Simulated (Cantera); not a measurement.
A Cantera script and what it prints.

```python
import numpy as np
import cantera as ct

gas_names = """
    CL CL2 N N2 Si SiCL SiCL2 SiCL3 SiCL4 SiN Si2 Si2N Si3
""".split()
cond_names = """
    Si(cr) Si(L) Si3N4(a)
""".split()


# ... load() reads the species with a 1 bar reference pressure and builds the phases ...
atoms = {
    'Si': {'Si': 1},
    'Cl2': {'CL': 2},
    'N2': {'N': 2},
}
top_T = {'Si3N4(a)': 2400}  # K; cautious upper limits of use, not melting points


# ... equilibrate(T, P, feed) seeds the gas with the atoms and calls Mixture.equilibrate('TP', solver="vcs", rtol=1e-11, max_steps=5000) ...
results = []
feed = {'Si': 1, 'Cl2': 5.2, 'N2': 66}  # mol
T = 823  # K
P = 13332.2  # Pa
mix = equilibrate(T, P, feed)
results.append((T, P, feed, dict(zip(mix.species_names, mix.species_moles))))
x = sorted(zip(gas.X, gas.species_names), reverse=True)
print(f"T = {T:g} K  P = {P:g} Pa  gas = {mix.phase_moles(0):.4g} mol")
print("   x: " + "  ".join(f"{s} {v:.3e}" for v, s in x if v > 0.001))
print("   condensed (mol): " + ("  ".join(f"{mix.phase(i).name} {mix.phase_moles(i):.4g}"
      for i in range(1, mix.n_phases) if mix.phase_moles(i) > 1e-12) or "none"))
```

It prints:

```
T = 823 K  P = 13332.2 Pa  gas = 70.2 mol
   x: N2 9.402e-01  CL2 4.558e-02  SiCL4 1.424e-02
   condensed (mol): none
```

Method: chemical equilibrium by Gibbs-energy minimisation in Cantera with the NASA 1993 tables (ideal gas, pure condensed phases).
